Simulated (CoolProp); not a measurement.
Vapour-liquid equilibrium of R134a (1) + R142b (2) at 54.9 kPa; x and y are mole fractions of (1).

Values from CoolProp's multi-fluid Helmholtz-energy mixture model, Tillner-Roth 1994 and Lemmon 2006; pair parameters Bell 2016.

```csv
x,bubble temperature (°C),y at the bubble point,dew temperature at overall composition x (°C),liquid density (mol/L)
0.05,-24.9,0.116,-24.0,12.27
0.15,-27.6,0.300,-25.4,12.44
0.25,-29.9,0.441,-26.9,12.60
0.35,-31.7,0.551,-28.4,12.76
0.45,-33.3,0.641,-30.0,12.92
0.55,-34.6,0.718,-31.7,13.08
0.65,-35.7,0.785,-33.4,13.25
0.75,-36.7,0.847,-35.1,13.41
0.85,-37.5,0.907,-36.7,13.59
0.95,-38.3,0.968,-38.1,13.76
```

No azeotrope shows between x = 0.05 and 0.95.

The pair parameters rest on a limited set of measurements; away from them the model extrapolates.
